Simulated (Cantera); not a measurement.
Input: 1 mol CuO, 200 mol H2, 1.9 mol H2O, equilibrated at 1700 K.

Equilibrium computed with Cantera from the NASA thermochemical tables; the gas is ideal and each condensed phase is pure. Candidate condensed phases: Cu, CuO, Cu(OH)2, Cu2O, H2O; 12 gas species. Equilibrium is a limit: real reactors are often held back by kinetics, nucleation or transport.

At 7500 Torr, list the 4 most abundant gas species with their mole fractions, and the condensed phases.

H2 0.986, H2O 0.0144, H 4.63e-5, Cu 1.59e-5. Condensed: Cu(l).
